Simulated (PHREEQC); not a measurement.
A PHREEQC speciation (ion-association model, phreeqc.dat) at 25 °C gives pH 1.71 and these molalities:

```json
[
 {"species": "HF", "mol/kgw": "0.267"},
 {"species": "H+", "mol/kgw": "0.0218"},
 {"species": "HF2-", "mol/kgw": "0.0110"},
 {"species": "F-", "mol/kgw": "0.0108"}
]
```

What are the element totals, and what could have been dissolved in 1 kg of water to give them?

One answer among several that fit: totals F 0.300 mol/kgw, from 0.3 mol/kgw HF.

This is a speciation only: nothing precipitates in the calculation. Complexes and solids missing from the database can't appear.
